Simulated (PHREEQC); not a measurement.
HCl is added in steps, without added water, to 1 kg of water holding 180 mmol/kgw TMAH and 1.1 mmol/kgw H3BO3, at 25 °C. Oxygen is held at 0.21 atm. No CO2 enters from the air. Nothing may precipitate in this run.

Base run: PHREEQC, ion-association model, wateq4f.dat. Each further column changes one thing. The table gives pH.

```tsv
HCl added (mol)	base	Davies equation for every ion	Debye-Hückel limiting law	metal-ligand complexes left out	all activity coefficients set to 1
0	13.11	13.13	…	13.11	13.25
0.03	13.03	13.05	12.96	13.03	13.17
0.055	12.95	12.97	12.88	12.95	13.09
0.085	12.83	12.85	…	12.83	12.97
0.115	12.66	12.68	12.59	12.66	…
0.145	12.39	12.41	12.32	12.39	12.53
0.17	11.81	11.83	11.73	11.81	…
0.2	1.80	1.83	…	1.80	…
```

Question: Fill in the missing entries.

Answer: 
- 0, Debye-Hückel limiting law: 13.04
- 0.085, Debye-Hückel limiting law: 12.76
- 0.115, all activity coefficients set to 1: 12.81
- 0.17, all activity coefficients set to 1: 11.95
- 0.2, Debye-Hückel limiting law: 1.93
- 0.2, all activity coefficients set to 1: 1.70

(CH3)4N+ isn't in the database: it is added as a free cation with an ion size of 4 Å.
